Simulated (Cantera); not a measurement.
A closed system holds: 1 mol Cu₂O, a varied amount of CH₄, 6.1 mol H₂, at 2423 K and 13300 Pa.

Equilibrium computed with Cantera from the NASA thermochemical tables; the gas is ideal and each condensed phase is pure. Candidate condensed phases: C, C₆H₆, C₇H₈, C₈H₁₈, Cu, CuO, Cu(OH)₂, Cu₂O, H₂O; 113 gas species. Rates play no part.

Question: Which condensed phases are stable at each of these points (n(CH₄) (mol)): 0.42, 0.61, 0.88, 1.3, 1.8, 2.6, 3.7, 5.3?

Answer: 
| n(CH₄) (mol) | condensed phases | Cu condensed (%) |
|---|---|---|
| 0.42 | gas only | 0.0 |
| 0.61 | gas only | 0.0 |
| 0.88 | gas only | 0.0 |
| 1.3 | C(graphite) | 0.0 |
| 1.8 | C(graphite) | 0.0 |
| 2.6 | C(graphite) | 0.0 |
| 3.7 | C(graphite) | 0.0 |
| 5.3 | C(graphite) | 0.0 |

From 0.42 mol CH₄ to 0.88 mol CH₄ nothing is condensed. From 1.3 mol CH₄ to 5.3 mol CH₄ the condensed part is C(graphite).
